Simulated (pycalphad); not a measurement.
**Effect of Si content in Al-Si**

All values are pycalphad results on the COST 507 light-alloy database (1999) (1 atm), not direct measurements. The data set is of 1999 and partly superseded. Phase fractions are per mole of atoms.

```json
[
 {"alloy": "Al-0.3539Si (wt.%)", "liquidus (K)": "931", "first solid": "fcc", "solidus (K)": "913", "phases at 675 K": "fcc 1.00, diamond (Si) under 0.01"},
 {"alloy": "Al-0.7076Si (wt.%)", "liquidus (K)": "929", "first solid": "fcc", "solidus (K)": "894", "phases at 675 K": "fcc 1.00, diamond (Si) under 0.01"},
 {"alloy": "Al-1.415Si (wt.%)", "liquidus (K)": "[?]", "first solid": "fcc", "solidus (K)": "[?]", "phases at 675 K": "[?]"},
 {"alloy": "Al-2.122Si (wt.%)", "liquidus (K)": "921", "first solid": "fcc", "solidus (K)": "850", "phases at 675 K": "fcc 0.98, diamond (Si) 0.02"},
 {"alloy": "Al-2.828Si (wt.%)", "liquidus (K)": "917", "first solid": "fcc", "solidus (K)": "850", "phases at 675 K": "fcc 0.98, diamond (Si) 0.02"}
]
```

### Question
Some entries are withheld; supply them.

### Answer

- Al-1.415Si (wt.%), liquidus (K): 925
- Al-1.415Si (wt.%), solidus (K): 857
- Al-1.415Si (wt.%), phases at 675 K: fcc 0.99, diamond (Si) 0.01
